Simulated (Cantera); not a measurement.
Input (Python, Cantera) and output of one run.

```python
import numpy as np
import cantera as ct

gas_names = """
    B BH BH2 BH3 BO BO2 B2 B2O B2O2 B2O3 B3O3H3 H HBO HBO2 HO2 H2 H2O H2O2 H3B3O6 O OH O2 O3
""".split()
cond_names = """
    B(b) B(L) B2O3(L) B3O3H3(cr) H2O(s) H2O(L)
""".split()


# ... load() reads the species with a 1 bar reference pressure and builds the phases ...
atoms = {
    'B': {'B': 1},
    'H2O': {'H': 2, 'O': 1},
    'H2': {'H': 2},
}
top_T = {}  # K; cautious upper limits of use, not melting points


# ... equilibrate(T, P, feed) seeds the gas with the atoms and calls Mixture.equilibrate('TP', solver="vcs", rtol=1e-11, max_steps=5000) ...
results = []
feed = {'B': 1, 'H2O': 0.07, 'H2': 0.44}  # mol
T = 2273.15  # K
P = 2200  # Pa
mix = equilibrate(T, P, feed)
results.append((T, P, feed, dict(zip(mix.species_names, mix.species_moles))))
print(gas.report(threshold=1e-05))
for i in range(1, mix.n_phases):
    print(f"{mix.phase(i).name:16s} {mix.phase_moles(i):12.5e} mol")
```

Result:

```
       temperature   2273.2 K
          pressure   2200 Pa
           density   0.00059415 kg/m^3
  mean mol. weight   5.1043 kg/kmol
   phase of matter   gas

                          1 kg             1 kmol
                     ---------------   ---------------
          enthalpy        1.1926e+07        6.0872e+07  J
   internal energy        8.2228e+06        4.1972e+07  J
           entropy             47070        2.4026e+05  J/K
    Gibbs function       -9.5071e+07       -4.8527e+08  J
 heat capacity c_p              7127             36378  J/K
 heat capacity c_v            5498.1             28064  J/K

                      mass frac. Y      mole frac. X     chem. pot. / RT
                     ---------------   ---------------   ---------------
                 B        0.00069462        0.00032799           -3.5708
                BH         9.726e-05        4.2007e-05           -15.519
               BH2         0.0038714         0.0015407           -27.467
                BO           0.22693          0.043207           -35.874
               B2O         0.0085491           0.00116           -39.445
              B2O2          0.088551         0.0084298           -71.748
              B2O3        0.00066203         4.854e-05           -104.05
                 H          0.010214          0.051722           -11.948
               HBO             0.331          0.060738           -47.822
              HBO2        0.00047715        5.5586e-05           -80.125
                H2           0.32889           0.83271           -23.896
     [  +12 minor]        6.0517e-05        1.7993e-05

B(b)              9.28303e-01 mol
B2O3(L)           0.00000e+00 mol
```

Method: chemical equilibrium by Gibbs-energy minimisation in Cantera with the NASA 1993 tables (ideal gas, pure condensed phases). The tables' values for BH2 are old estimates; treat these amounts as uncertain.
